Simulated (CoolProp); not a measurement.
Vapour-liquid equilibrium of propane (1) + c-C4F8 (RC318) (2) at 65.85 °C; x and y are mole fractions of (1).

Computed with CoolProp (multi-fluid Helmholtz-energy mixture model, Lemmon 2009 and Platzer 1990; pair parameters Bell 2016). This equation is an older, rougher fit; its heat capacities, sound speeds and derivatives of the liquid may be far off and weren't checked against measurements.

```
x     bubble pressure (kPa)  y at the bubble point  dew pressure at overall composition x (kPa)  liquid density (mol/L)
----  ---------------------  ---------------------  -------------------------------------------  ----------------------
0.05                    ___                  0.141                                         1018                   6.603
0.15                   1398                  0.333                                         1130                   6.719
0.25                   1639                  0.455                                         1265                   6.836
0.35                   1841                  0.542                                         1429                   6.961
0.45                   2008                  0.611                                         1628                   7.105
0.55                   2145                    ___                                         1859                   7.290
0.65                   2257                  0.730                                         2098                   7.543
0.75                   2342                  0.792                                          ___                   7.899
0.85                   2395                  0.862                                         2389                   8.387
0.95                   2403                  0.948                                         2402                   9.022
```

Q: Some entries are withheld; supply them.

A: 
- 0.05, bubble pressure (kPa): 1119
- 0.55, y at the bubble point: 0.671
- 0.75, dew pressure at overall composition x (kPa): 2289

y crosses x between x = 0.85 and 0.95: the model has an azeotrope there.

Pair parameters are fitted to limited data, so mixtures are less certain than the pure fluids.
